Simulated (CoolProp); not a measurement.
The numbers come from the reference Helmholtz-energy equation of state, Jacobsen 1992 in CoolProp.

Problem. For R11, give the phase and the Z, cp (kJ/(kg K)), speed of sound (m/s), isothermal compressibility (1/MPa) at 500 K and 0.735 MPa.

Solution. 
- 500 K and 0.735 MPa: gas; Z 0.953, cp 0.703, speed of sound 175, isothermal compressibility 1.43
